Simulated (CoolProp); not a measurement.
Vapour-liquid equilibrium of benzene (1) + n-heptane (2) at 117.55 °C; x and y are mole fractions of (1).

Model: multi-fluid Helmholtz-energy mixture model, Thol 2012 and Span 2003; pair parameters Bell 2016, in CoolProp.

| x | bubble pressure (bar) | y at the bubble point | dew pressure at overall composition x (bar) | liquid density (mol/L) |
|---|---|---|---|---|
| 0.05 | … | 0.092 | 1.770 | 6.065 |
| 0.15 | 1.982 | 0.251 | 1.870 | 6.325 |
| 0.25 | 2.143 | 0.381 | 1.981 | 6.606 |
| 0.35 | 2.289 | 0.489 | 2.103 | 6.912 |
| 0.45 | 2.418 | 0.581 | 2.235 | 7.247 |
| 0.55 | 2.530 | 0.660 | 2.375 | 7.615 |
| 0.65 | 2.625 | 0.733 | 2.516 | 8.023 |
| 0.75 | 2.704 | 0.804 | 2.645 | … |
| 0.85 | … | … | 2.747 | 8.981 |
| 0.95 | 2.813 | 0.956 | 2.811 | 9.547 |

Question: What belongs in the gaps?

Answer: 
- 0.05, bubble pressure (bar): 1.810
- 0.75, liquid density (mol/L): 8.475
- 0.85, bubble pressure (bar): 2.768
- 0.85, y at the bubble point: 0.876

No azeotrope shows between x = 0.05 and 0.95.

The pair parameters rest on a limited set of measurements; away from them the model extrapolates.
